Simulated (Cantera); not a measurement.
# Low-pressure radical oxidation in H2/O2

An isothermal, constant-pressure homogeneous reactor starts with H₂ : O₂ = 0.008 : 1 (molar parts), equivalence ratio 0.0040, at 1148 K and 20.0 Torr.

Model: GRI-Mech 3.0 (53 species, 325 reactions), integrated in Cantera. Radical loss at walls, strong at low pressure, is not modelled.

| t (s) | x H₂ | x O₂ | x OH | x HO₂ | x O | x H₂O |
|---|---|---|---|---|---|---|
| 3.00e-6 | 0.00794 | 0.992 | <1e-12 | 1.55e-11 | <1e-12 | <1e-12 |
| 1.30e-5 | 0.00794 | 0.992 | 1.37e-11 | 6.72e-11 | 1.38e-11 | <1e-12 |
| 5.62e-5 | 0.00794 | 0.992 | 1.63e-10 | 2.92e-10 | 1.72e-10 | 1.57e-11 |
| 0.000243 | 0.00794 | 0.992 | 1.25e-9 | 1.27e-9 | 1.52e-9 | 5.69e-10 |
| 0.00105 | 0.00794 | 0.992 | 2.04e-8 | 5.72e-9 | 3.02e-8 | 2.82e-8 |
| 0.00456 | 0.00748 | 0.992 | 0.000195 | 1.73e-6 | 0.000308 | 0.000345 |
| 0.0197 | 2.27e-5 | 0.987 | 0.000457 | 1.60e-6 | 0.00488 | 0.00760 |
| 0.0854 | 7.97e-6 | 0.990 | 0.000273 | 9.61e-7 | 0.00171 | 0.00780 |
| 0.370 | 1.02e-6 | 0.992 | 9.91e-5 | 3.00e-7 | 0.000223 | 0.00792 |
| 1.60 | 8.22e-8 | 0.992 | 2.88e-5 | 5.06e-8 | 1.86e-5 | 0.00795 |
| 6.93 | 8.02e-9 | 0.992 | 9.15e-6 | 7.32e-9 | 1.87e-6 | 0.00796 |
| 30.0 | 1.14e-9 | 0.992 | 3.49e-6 | 2.19e-9 | 2.71e-7 | 0.00797 |
x: mole fraction; the columns are a selection and need not sum to one.

Equilibrium at this temperature and pressure: H₂ 2.02e-10, O₂ 0.992, OH 1.48e-6, HO₂ 2.68e-9, O 4.87e-8, H₂O 0.00797 (gas phase only).
